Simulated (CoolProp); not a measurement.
Values from CoolProp's reference Helmholtz-energy equation of state, Lemmon 2005. It is a short technical equation, of lower accuracy than the large ones.

Give the vapour pressure (kPa), liquid density (kg/m³), enthalpy of vaporisation (kJ/kg), liquid cp (kJ/(kg K)) of saturated 1-butene at 308.7 K.


```json
[
 {"T (K)": "308.7", "p (kPa)": "404", "liquid density (kg/m³)": "575", "enthalpy of vaporisation (kJ/kg)": "348", "liquid cp (kJ/(kg K))": "2.37"}
]
```
